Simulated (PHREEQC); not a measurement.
Consider water at 86 °C with 0.00097 mol/kgw CuCl2, 0.093 mol/kgw HBF4 and 3.5e-05 mol/kgw KCl. It is in equilibrium with CO2 at log p = -3.5 (atm). Otherwise closed; pH follows from the charge balance.

All values are PHREEQC results (ion-association model, phreeqc.dat), not measurements.

Each row changes one thing in this solution. This is a speciation only: nothing precipitates in the calculation.

```json
[
 {"case": "as made", "pH": "1.16", "ionic strength (mol/kgw)": "0.0872", "BF4- (mol/kgw)": "0.0807", "HF (mol/kgw)": "0.0396", "H3BO3 (mol/kgw)": "0.00891", "BF3OH- (mol/kgw)": "0.00264"},
 {"case": "CuCl2 from 0.00097 to 0.000485 mol/kgw", "pH": "1.16", "ionic strength (mol/kgw)": "0.0858", "BF4- (mol/kgw)": "0.0807", "HF (mol/kgw)": "0.0396", "H3BO3 (mol/kgw)": "0.00891", "BF3OH- (mol/kgw)": "0.00264"},
 {"case": "KCl from 3.5e-05 to 0.000175 mol/kgw", "pH": "1.16", "ionic strength (mol/kgw)": "0.0873", "BF4- (mol/kgw)": "0.0807", "HF (mol/kgw)": "0.0396", "H3BO3 (mol/kgw)": "0.00890", "BF3OH- (mol/kgw)": "0.00264"},
 {"case": "diluted 10-fold with water", "pH": "2.23", "ionic strength (mol/kgw)": "0.00669", "BF4- (mol/kgw)": "0.00500", "HF (mol/kgw)": "0.0145", "H3BO3 (mol/kgw)": "0.00347", "BF3OH- (mol/kgw)": "0.000457"},
 {"case": "KCl replaced by MnCl2 at the same molality", "pH": "1.16", "ionic strength (mol/kgw)": "0.0872", "BF4- (mol/kgw)": "0.0807", "HF (mol/kgw)": "0.0396", "H3BO3 (mol/kgw)": "0.00890", "BF3OH- (mol/kgw)": "0.00264"},
 {"case": "CuCl2 from 0.00097 to 9.7e-05 mol/kgw", "pH": "1.16", "ionic strength (mol/kgw)": "0.0846", "BF4- (mol/kgw)": "0.0807", "HF (mol/kgw)": "0.0396", "H3BO3 (mol/kgw)": "0.00892", "BF3OH- (mol/kgw)": "0.00264"}
]
```

Complexes and solids missing from the database can't appear. At this temperature some constants are extrapolated from 25 °C, and those without enthalpy data are left unchanged. Real BF4- forms and hydrolyses slowly; the run takes it at equilibrium.
